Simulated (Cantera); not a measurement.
Charge: 1 mol BN, 42 mol H2, 9.4 mol H2O, held at 12.0 mbar.

Cantera equilibrium calculation (NASA polynomials, part measured and part estimated; ideal gas, pure solids and liquids). Candidate condensed phases: B, BN, B2O3, B3O3H3, H2O; 39 gas species. Gases not in the tables: H3BO3. Kinetics and transport are ignored.

Task: Which condensed phases are stable at each of these points (T (°C)): 575, 650, 725, 800, 875, 950, 1025, 1100, 1175, 1250, 1325, 1400, 1475?

Result: 
```tsv
T (°C)	condensed phases	B condensed (%)
575	B2O3(l)	93.3
650	B2O3(l)	95.7
725	B2O3(l)	96.7
800	B2O3(l)	96.0
875	B2O3(l)	91.5
950	B2O3(l)	77.8
1025	B2O3(l)	44.3
1100	gas only	0.0
1175	gas only	0.0
1250	gas only	0.0
1325	gas only	0.0
1400	gas only	0.0
1475	gas only	0.0
```

From 575 °C to 1025 °C the condensed part is B2O3(l). From 1100 °C to 1475 °C nothing is condensed.
